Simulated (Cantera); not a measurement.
A Cantera script and what it prints.

```python
import numpy as np
import cantera as ct

gas_names = """
    CL CL2 H HCL H2 Si SiCL SiCL2 SiCL3 SiCL4 SiH SiHCL3 SiH2 SiH2CL2 SiH3 SiH3CL SiH4 Si2 Si3
""".split()
cond_names = """
    Si(cr) Si(L)
""".split()


# ... load() reads the species with a 1 bar reference pressure and builds the phases ...
atoms = {
    'Si2Cl6': {'Si': 2, 'CL': 6},
    'Cl2': {'CL': 2},
    'H2': {'H': 2},
}
top_T = {}  # K; cautious upper limits of use, not melting points


# ... equilibrate(T, P, feed) seeds the gas with the atoms and calls Mixture.equilibrate('TP', solver="vcs", rtol=1e-11, max_steps=5000) ...
results = []
T = 1325  # K
P = 10000  # Pa
for m in [19, 28, 41, 62, 92, 140, 210, 310, 460, 680]:
    feed = {'Si2Cl6': 1, 'Cl2': 0.4, 'H2': m}  # mol
    mix = equilibrate(T, P, feed)
    results.append((T, P, feed, dict(zip(mix.species_names, mix.species_moles))))
    x = sorted(zip(gas.X, gas.species_names), reverse=True)
    print(f"T = {T:g} K  P = {P:g} Pa  n(H2) = {m:g} mol  gas = {mix.phase_moles(0):.4g} mol")
    print("   x: " + "  ".join(f"{s} {v:.3e}" for v, s in x if v > 1e-06))
    print("   condensed (mol): " + ("  ".join(f"{mix.phase(i).name} {mix.phase_moles(i):.4g}"
          for i in range(1, mix.n_phases) if mix.phase_moles(i) > 1e-12) or "none"))
```

It prints:

```
T = 1325 K  P = 10000 Pa  n(H2) = 19 mol  gas = 21.65 mol
   x: H2 8.213e-01  HCL 1.031e-01  SiCL2 3.545e-02  SiCL4 2.005e-02  SiCL3 1.144e-02  SiHCL3 8.180e-03  SiH2CL2 4.787e-04  SiH3CL 7.923e-06  H 4.687e-06
   condensed (mol): Si(cr) 0.3627
T = 1325 K  P = 10000 Pa  n(H2) = 28 mol  gas = 30.8 mol
   x: H2 8.613e-01  HCL 8.987e-02  SiCL2 2.569e-02  SiCL4 1.053e-02  SiCL3 7.059e-03  SiHCL3 5.168e-03  SiH2CL2 3.638e-04  SiH3CL 7.243e-06  H 4.799e-06
   condensed (mol): Si(cr) 0.4964
T = 1325 K  P = 10000 Pa  n(H2) = 41 mol  gas = 43.94 mol
   x: H2 8.931e-01  HCL 7.641e-02  SiCL2 1.791e-02  SiCL4 5.120e-03  SiCL3 4.109e-03  SiHCL3 3.064e-03  SiH2CL2 2.630e-04  SiH3CL 6.386e-06  H 4.887e-06
   condensed (mol): Si(cr) 0.6611
T = 1325 K  P = 10000 Pa  n(H2) = 62 mol  gas = 65.08 mol
   x: H2 9.207e-01  HCL 6.195e-02  SiCL2 1.142e-02  SiCL3 2.092e-03  SiCL4 2.081e-03  SiHCL3 1.583e-03  SiH2CL2 1.729e-04  SiH3CL 5.337e-06  H 4.962e-06
   condensed (mol): Si(cr) 0.8706
T = 1325 K  P = 10000 Pa  n(H2) = 92 mol  gas = 95.2 mol
   x: H2 9.415e-01  HCL 4.891e-02  SiCL2 6.963e-03  SiCL3 9.960e-04  SiCL4 7.738e-04  SiHCL3 7.624e-04  SiH2CL2 1.078e-04  H 5.018e-06  SiH3CL 4.309e-06
   condensed (mol): Si(cr) 1.085
T = 1325 K  P = 10000 Pa  n(H2) = 140 mol  gas = 143.3 mol
   x: H2 9.586e-01  HCL 3.659e-02  SiCL2 3.827e-03  SiCL3 4.057e-04  SiHCL3 3.134e-04  SiCL4 2.337e-04  SiH2CL2 6.031e-05  H 5.063e-06  SiH3CL 3.282e-06
   condensed (mol): Si(cr) 1.306
T = 1325 K  P = 10000 Pa  n(H2) = 210 mol  gas = 213.3 mol
   x: H2 9.709e-01  HCL 2.670e-02  SiCL2 2.012e-03  SiCL3 1.547e-04  SiHCL3 1.202e-04  SiCL4 6.460e-05  SiH2CL2 3.212e-05  H 5.096e-06  SiH3CL 2.426e-06
   condensed (mol): Si(cr) 1.491
T = 1325 K  P = 10000 Pa  n(H2) = 310 mol  gas = 313.4 mol
   x: H2 9.796e-01  HCL 1.922e-02  SiCL2 1.034e-03  SiCL3 5.697e-05  SiHCL3 4.449e-05  SiCL4 1.705e-05  SiH2CL2 1.665e-05  H 5.118e-06  SiH3CL 1.762e-06
   condensed (mol): Si(cr) 1.633
T = 1325 K  P = 10000 Pa  n(H2) = 460 mol  gas = 463.4 mol
   x: H2 9.859e-01  HCL 1.352e-02  SiCL2 5.079e-04  SiCL3 1.962e-05  SiHCL3 1.537e-05  SiH2CL2 8.234e-06  H 5.135e-06  SiCL4 4.118e-06  SiH3CL 1.247e-06
   condensed (mol): Si(cr) 1.742
T = 1325 K  P = 10000 Pa  n(H2) = 680 mol  gas = 683.4 mol
   x: H2 9.903e-01  HCL 9.412e-03  SiCL2 2.451e-04  SiCL3 6.577e-06  SiHCL3 5.164e-06  H 5.146e-06  SiH2CL2 3.991e-06
   condensed (mol): Si(cr) 1.82
```

Equilibrium computed with Cantera from the NASA thermochemical tables; the gas is ideal and each condensed phase is pure. The feed counts by its element totals alone. The tables' values for SiCl3 are old estimates; treat these amounts as uncertain.
